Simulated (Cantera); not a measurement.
Feed: 1 mol Pb, 0.12 mol H2, 0.71 mol O2, held at 1.00 Torr.

Cantera equilibrium calculation (NASA polynomials, part measured and part estimated; ideal gas, pure solids and liquids). Candidate condensed phases: H2O, Pb, PbO, PbO2, Pb3O4; 12 gas species. Gases not in the tables: (PbO)n polymers. Rates play no part.

Which condensed phases are stable at each of these points (T (K)): 648, 748, 848, 948, 1048, 1148, 1248?


| T (K) | condensed phases | Pb condensed (%) |
|---|---|---|
| 648 | PbO(red) | 100.0 |
| 748 | PbO(red) | 100.0 |
| 848 | PbO(yellow) | 100.0 |
| 948 | PbO(yellow) | 100.0 |
| 1048 | PbO(yellow) | 100.0 |
| 1148 | PbO(yellow) | 99.6 |
| 1248 | PbO(l) | 95.8 |

From 648 K to 748 K the condensed part is PbO(red). From 848 K to 1148 K the condensed part is PbO(yellow). At 1248 K the condensed part is PbO(l).
